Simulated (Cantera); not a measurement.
## Tantalum, niobium, vanadium and zirconium in process gases: Ta(OEt)₅ + CO₂

Feed: 1 mol Ta(OEt)₅, 6.5 mol CO₂, at 10.0 mbar.

Cantera equilibrium calculation (NASA polynomials, part measured and part estimated; ideal gas, pure solids and liquids). Candidate condensed phases: C, C₆H₆, C₇H₈, C₈H₁₈, H₂O, Ta, TaC, Ta₂O₅; 113 gas species. The feed counts by its element totals alone. Mutual solubility and eutectic melting of coexisting phases are not modelled. TaC: taken at fixed stoichiometry. Condensed phases not in the tables: Ta₂C, N, O or C dissolved in the metal. The numbers say what is thermodynamically allowed, not how fast it happens.

```tsv
T (K)	log p CO	log p H₂	log p H	log p TaO₂	log p TaO	log p H₂O	n TaC(s)	n Ta₂O₅(s)	n Ta(s)	n Ta₂O₅(l)
1148	-2.25	-2.36	-8.33	<-14	<-14	-5.59	0.290	0.355	0	0
1248	-2.25	-2.36	-7.51	<-14	<-14	-5.48	0.291	0.355	0	0
1348	-2.25	-2.36	-6.82	<-14	<-14	-5.39	0.291	0.354	0	0
1448	-2.25	-2.36	-6.22	-12.45	<-14	-5.31	0.292	0.354	0	0
1548	-2.25	-2.36	-5.69	-10.93	-12.59	-5.24	0.293	0.354	0	0
1648	-2.25	-2.36	-5.23	-9.60	-11.03	-5.19	0.293	0.353	0	0
1748	-2.25	-2.36	-4.82	-8.43	-9.64	-5.14	0.294	0.353	0	0
1848	-2.25	-2.36	-4.46	-7.39	-8.42	-5.10	0.294	0.353	0	0
1948	-2.25	-2.37	-4.13	-6.45	-7.32	-5.06	0.295	0.352	0	0
2048	-2.25	-2.38	-3.84	-5.62	-6.34	-5.03	0	0.290	0.412	0
2148	-2.25	-2.39	-3.57	-4.99	-5.69	-4.89	0	0	0.410	0.277
2248	-2.26	-2.40	-3.34	-4.43	-5.10	-4.78	0	0	0.389	0.238
2348	-2.27	-2.43	-3.12	-3.92	-4.56	-4.69	0	0	0.307	0.118
2448	-2.28	-2.47	-2.94	-3.71	-4.20	-4.76	0	0	0.186	0
```
log p: log10 of the partial pressure in bar; n: condensed amount in mol.

From 1148 K to 1948 K the condensed part is TaC(s) + Ta₂O₅(s). At 2048 K the condensed part is Ta(s) + Ta₂O₅(s). From 2148 K to 2348 K the condensed part is Ta(s) + Ta₂O₅(l). At 2448 K the condensed part is Ta(s).
